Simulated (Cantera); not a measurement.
V2O5 + H2 (hydrogen reduction and annealing atmospheres)

Input: 1 mol V2O5, 4.4 mol H2, equilibrated at 91.0 mbar.

These are equilibrium values from Cantera (NASA tables, ideal gas, pure condensed phases), not measurements of a reactor. Candidate condensed phases: H2O, V, VO, V2O3, V2O4, V2O5; 12 gas species. Condensed phases not in the tables: the oxides between V2O3 and V2O5 other than VO2. Kinetics and transport are ignored.

```json
[
 {"T (K)": "775", "x H2": "0.545", "x H2O": "0.455", "x H": "2.43e-12", "x VO2": "<1e-12", "x OH": "<1e-12", "x VO": "<1e-12", "x O": "<1e-12", "n V2O3(s)": "1.00"},
 {"T (K)": "975", "x H2": "0.545", "x H2O": "0.455", "x H": "2.80e-9", "x VO2": "<1e-12", "x OH": "4.23e-12", "x VO": "<1e-12", "x O": "<1e-12", "n V2O3(s)": "1.00"},
 {"T (K)": "1175", "x H2": "0.545", "x H2O": "0.455", "x H": "3.00e-7", "x VO2": "1.53e-12", "x OH": "1.74e-9", "x VO": "<1e-12", "x O": "<1e-12", "n V2O3(s)": "1.00"},
 {"T (K)": "1375", "x H2": "0.545", "x H2O": "0.455", "x H": "8.39e-6", "x VO2": "1.98e-9", "x OH": "1.26e-7", "x VO": "<1e-12", "x O": "1.78e-12", "n V2O3(s)": "1.00"},
 {"T (K)": "1575", "x H2": "0.545", "x H2O": "0.455", "x H": "0.000102", "x VO2": "3.93e-7", "x OH": "3.08e-6", "x VO": "3.57e-10", "x O": "4.82e-10", "n V2O3(s)": "1.000"},
 {"T (K)": "1775", "x H2": "0.545", "x H2O": "0.454", "x H": "0.000708", "x VO2": "2.25e-5", "x OH": "3.68e-5", "x VO": "5.16e-8", "x O": "3.73e-8", "n V2O3(s)": "1.000"},
 {"T (K)": "1975", "x H2": "0.543", "x H2O": "0.453", "x H": "0.00334", "x VO2": "0.000545", "x OH": "0.000266", "x VO": "2.60e-6", "x O": "1.20e-6", "n V2O3(s)": "0.999"},
 {"T (K)": "2175", "x H2": "0.536", "x H2O": "0.443", "x H": "0.0119", "x VO2": "0.00701", "x OH": "0.00132", "x VO": "6.11e-5", "x O": "2.04e-5", "n V2O3(s)": "0.984"}
]
```
x: gas mole fraction; n: condensed amount in mol.

From 775 K to 2175 K the condensed part is V2O3(s).
